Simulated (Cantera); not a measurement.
Feed: 1 mol Si, 0.016 mol CO2, 20 mol N2, 2 mol H2O, at 0.315 Torr.

Equilibrium computed with Cantera from the NASA thermochemical tables; the gas is ideal and each condensed phase is pure. Candidate condensed phases: C, C6H6, C7H8, C8H18, H2O, Si, SiC, SiO2, Si2N2O, Si3N4; 151 gas species. The tables hold silica as quartz up to 1696 K and as liquid above; real silica turns to tridymite and cristobalite and melts near 1996 K. The numbers say what is thermodynamically allowed, not how fast it happens.

**Question.** Which condensed phases are stable at each of these points (T (°C)): 700, 800, 900, 1000, 1100, 1200, 1300, 1400, 1500, 1600, 1700?

**Answer.** 
```tsv
T (°C)	condensed phases	Si condensed (%)
700	SiO2(β-quartz)	100.0
800	SiO2(β-quartz)	100.0
900	SiO2(β-quartz)	100.0
1000	SiO2(β-quartz)	100.0
1100	SiO2(β-quartz)	100.0
1200	SiO2(β-quartz)	99.6
1300	SiO2(β-quartz)	97.1
1400	SiO2(β-quartz)	88.7
1500	SiO2(condensed)	67.4
1600	SiO2(condensed)	26.0
1700	gas only	0.0
```

From 700 °C to 1400 °C the condensed part is SiO2(β-quartz). From 1500 °C to 1600 °C the condensed part is SiO2(condensed). At 1700 °C nothing is condensed.
